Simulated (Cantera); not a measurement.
What does this Cantera script print?

```python
import numpy as np
import cantera as ct

gas = ct.Solution("h2o2.yaml")
gas.TPX = 1000, 510, {'H2': 2, 'O2': 1}
reactor = ct.IdealGasConstPressureReactor(gas, energy="off", clone=False)
net = ct.ReactorNet([reactor])
net.rtol, net.atol = 1e-08, 1e-18
show = ['H2', 'O2', 'HO2', 'H', 'H2O2']
times = np.geomspace(2e-06, 1, 12)

steps = ct.SolutionArray(gas, extra=["t"])
rows = []
print(f"{'t/s':>10s}{'T/K':>9s}{'P/Pa':>11s}" + "".join(f"{s:>11s}" for s in show))
for t in times:
    while net.time < t:
        t_next = net.step()
        steps.append(gas.state, t=t_next)
    rows.append([np.interp(t, steps.t, y) for y in (steps.T, steps.P, *steps(*show).X.T)])
    print(f"{t:10.3e}{rows[-1][0]:9.1f}{rows[-1][1]:11.4g}" + "".join(f"{x:11.3e}" for x in rows[-1][2:]))
rate = np.gradient(steps.T, steps.t)
print("integrator steps:", len(steps.t))
if steps.T.max() > steps.T[0] + 200:
    print(f"time of steepest temperature rise: {steps.t[rate.argmax()]:.4e} s")
gas.TPX = 1000, 510, {'H2': 2, 'O2': 1}
gas.equilibrate("TP")
print(f"equilibrium (TP): T = {gas.T:.1f} K  " + "  ".join(f"{s} {gas[s].X[0]:.3e}" for s in show))
```

It prints:

```
       t/s      T/K       P/Pa         H2         O2        HO2          H       H2O2
 2.000e-06   1000.0        510  6.667e-01  3.333e-01  1.650e-12  1.648e-12  4.382e-18
 6.594e-06   1000.0        510  6.667e-01  3.333e-01  5.438e-12  5.423e-12  4.696e-17
 2.174e-05   1000.0        510  6.667e-01  3.333e-01  1.793e-11  1.781e-11  5.090e-16
 7.166e-05   1000.0        510  6.667e-01  3.333e-01  5.912e-11  5.885e-11  5.534e-15
 2.363e-04   1000.0        510  6.667e-01  3.333e-01  1.950e-10  2.095e-10  6.014e-14
 7.789e-04   1000.0        510  6.667e-01  3.333e-01  6.444e-10  1.088e-09  6.545e-13
 2.568e-03   1000.0        510  6.667e-01  3.333e-01  2.230e-09  2.646e-08  7.244e-12
 8.465e-03   1000.0        510  6.661e-01  3.331e-01  9.917e-07  3.601e-04  2.192e-09
 2.791e-02   1000.0        510  7.487e-02  9.684e-02  2.167e-06  2.883e-01  6.406e-08
 9.201e-02   1000.0        510  5.913e-02  5.095e-02  1.614e-06  1.019e-01  1.012e-07
 3.033e-01   1000.0        510  3.078e-02  1.959e-02  7.190e-07  2.049e-02  1.101e-07
 1.000e+00   1000.0        510  1.469e-02  8.125e-03  3.071e-07  4.164e-03  1.020e-07
integrator steps: 1415
equilibrium (TP): T = 1000.0 K  H2 1.458e-06  O2 7.142e-07  HO2 6.231e-14  H 3.862e-11  H2O2 1.699e-13
```

Cantera simulation using the H2/O2 subset of GRI-Mech 3.0, which has no nitrogen chemistry; the numbers are that mechanism's predictions, not measurements. Radical loss at walls, strong at low pressure, is not modelled. The temperature is held fixed by assumption; the heat of reaction is taken as removed at once.
